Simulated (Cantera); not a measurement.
A Cantera script and what it prints.

```python
import numpy as np
import cantera as ct

gas_names = """
    H H2 N NH NH2 NH3 N2 N2H2 N2H4 Si SiH SiH2 SiH3 SiH4 SiN Si2 Si2N Si3
""".split()
cond_names = """
    Si(cr) Si(L) Si3N4(a)
""".split()


# ... load() reads the species with a 1 bar reference pressure and builds the phases ...
atoms = {
    'trisilylamine': {'Si': 3, 'N': 1, 'H': 9},
    'N2': {'N': 2},
}
top_T = {'Si3N4(a)': 2400}  # K; cautious upper limits of use, not melting points


# ... equilibrate(T, P, feed) seeds the gas with the atoms and calls Mixture.equilibrate('TP', solver="vcs", rtol=1e-11, max_steps=5000) ...
results = []
T = 900  # K
P = 2700  # Pa
for m in [1.3, 1.7, 2.2, 2.6, 3, 3.5, 3.9, 4.3, 4.8, 5.2, 5.6]:
    feed = {'trisilylamine': 1, 'N2': m}  # mol
    mix = equilibrate(T, P, feed)
    results.append((T, P, feed, dict(zip(mix.species_names, mix.species_moles))))

top = {s: max(r[3][s] / sum(r[3][g] for g in gas_names) for r in results) for s in gas_names}
cols = sorted((s for s in top if top[s] > 0.001), key=lambda s: -top[s])[:9]
seen = [c for c in cond_names if any(r[3].get(c, 0) > 1e-12 for r in results)]
print("log10 of partial pressures in bar; condensed amounts in mol")
print(f"{'n(N2)':>10s}" + "".join(f"{s[:9]:>10s}" for s in cols + seen))
for T, P, feed, n in results:
    ng = sum(n[g] for g in gas_names)
    print(f"{feed['N2']:10.4g}" + "".join(f"{np.log10(max(n[s] / ng * P / 1e5, 1e-99)):10.3f}" for s in cols)
          + "".join(f"{n.get(c, 0):10.4g}" for c in seen))
```

Output:

```
log10 of partial pressures in bar; condensed amounts in mol
     n(N2)        H2        N2    Si(cr)  Si3N4(a)
       1.3    -1.569   -12.954       0.3       0.9
       1.7    -1.588    -2.940         0         1
       2.2    -1.631    -2.440         0         1
       2.6    -1.664    -2.275         0         1
         3    -1.694    -2.171         0         1
       3.5    -1.728    -2.081         0         1
       3.9    -1.754    -2.027         0         1
       4.3    -1.779    -1.985         0         1
       4.8    -1.808    -1.942         0         1
       5.2    -1.829    -1.914         0         1
       5.6    -1.850    -1.890         0         1
```

Method: chemical equilibrium by Gibbs-energy minimisation in Cantera with the NASA 1993 tables (ideal gas, pure condensed phases). The feed counts by its element totals alone.
